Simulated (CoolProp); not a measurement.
Properties of chlorine along the isobar 0.278 MPa.

Computed with CoolProp (reference Helmholtz-energy equation of state, Thol 2021).

```json
[
 {"T (K)": "241.5", "phase": "liquid", "Z": "0.006303", "speed of sound (m/s)": "1051", "isothermal compressibility (1/MPa)": "0.001101", "expansivity (1/kK)": "1.777"},
 {"T (K)": "253.9", "phase": "liquid", "Z": "0.006131", "speed of sound (m/s)": "1000", "isothermal compressibility (1/MPa)": "0.001260", "expansivity (1/kK)": "1.852"},
 {"T (K)": "266.2", "phase": "gas", "Z": "0.9473", "speed of sound (m/s)": "198.0", "isothermal compressibility (1/MPa)": "3.809", "expansivity (1/kK)": "4.488"},
 {"T (K)": "278.5", "phase": "gas", "Z": "0.9550", "speed of sound (m/s)": "[?]", "isothermal compressibility (1/MPa)": "[?]", "expansivity (1/kK)": "4.177"},
 {"T (K)": "290.8", "phase": "gas", "Z": "0.9613", "speed of sound (m/s)": "[?]", "isothermal compressibility (1/MPa)": "3.748", "expansivity (1/kK)": "3.915"},
 {"T (K)": "303.1", "phase": "gas", "Z": "0.9664", "speed of sound (m/s)": "212.7", "isothermal compressibility (1/MPa)": "3.727", "expansivity (1/kK)": "3.691"},
 {"T (K)": "315.4", "phase": "gas", "Z": "0.9706", "speed of sound (m/s)": "217.3", "isothermal compressibility (1/MPa)": "3.709", "expansivity (1/kK)": "3.495"},
 {"T (K)": "327.8", "phase": "gas", "Z": "0.9742", "speed of sound (m/s)": "221.8", "isothermal compressibility (1/MPa)": "3.695", "expansivity (1/kK)": "3.322"},
 {"T (K)": "340.1", "phase": "gas", "Z": "0.9772", "speed of sound (m/s)": "226.1", "isothermal compressibility (1/MPa)": "3.683", "expansivity (1/kK)": "3.170"},
 {"T (K)": "352.4", "phase": "gas", "Z": "0.9797", "speed of sound (m/s)": "230.3", "isothermal compressibility (1/MPa)": "3.673", "expansivity (1/kK)": "3.033"},
 {"T (K)": "364.7", "phase": "gas", "Z": "0.9819", "speed of sound (m/s)": "234.4", "isothermal compressibility (1/MPa)": "3.664", "expansivity (1/kK)": "2.909"}
]
```

Problem. What belongs in the gaps?

Solution. 
- 278.5, speed of sound (m/s): 203.1
- 278.5, isothermal compressibility (1/MPa): 3.775
- 290.8, speed of sound (m/s): 208.0
